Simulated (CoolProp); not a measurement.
Vapour-liquid equilibrium of propylene (1) + R152A (2) at 213.7 K; x and y are mole fractions of (1).

Computed with CoolProp (multi-fluid Helmholtz-energy mixture model, Lemmon 2013 and Outcalt 1996; pair parameters Bell 2016).

Question: Give the bubble pressure and the first vapour's composition at x = 0.35, 0.5, 0.65. Is there an azeotrope?

Answer: x = 0.35: 0.04695 MPa, y = 0.750; x = 0.5: 0.05129 MPa, y = 0.793; x = 0.65: 0.05395 MPa, y = 0.826. No azeotrope shows between x = 0.05 and 0.95.

The pair parameters rest on a limited set of measurements; away from them the model extrapolates. With so large a gap from Raoult's law the liquid may split in two, which this calculation doesn't test in full.
